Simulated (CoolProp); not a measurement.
The fluid at 498.42 K and 0.555 MPa expands adiabatically to 0.242 MPa with isentropic efficiency 0.9. The same conditions are run with several fluids, on thermodynamics alone (safety and materials aside).

Model: reference Helmholtz-energy equation of state of each fluid (sulfur dioxide: Gao 2016; dry air: Lemmon 2000; water: Wagner 2002; ethanol: Schroeder 2014), in CoolProp. Blends and air are pseudo-pure fits.

| fluid | work (kJ/kg) | final temperature (K) | final density (kg/m³) |
|---|---|---|---|
| sulfur dioxide | ___ | ___ | ___ |
| dry air | 95.4 | ___ | 2.08 |
| water | ___ | ___ | 1.28 |
| ethanol | 63.0 | ___ | 2.94 |

Question: Complete the blanks.

Answer: 
- sulfur dioxide, work (kJ/kg): 44.2
- sulfur dioxide, final temperature (K): 434.2
- sulfur dioxide, final density (kg/m³): 4.34
- dry air, final temperature (K): 404.9
- water, work (kJ/kg): 152
- water, final temperature (K): 417.9
- ethanol, final temperature (K): 464.3
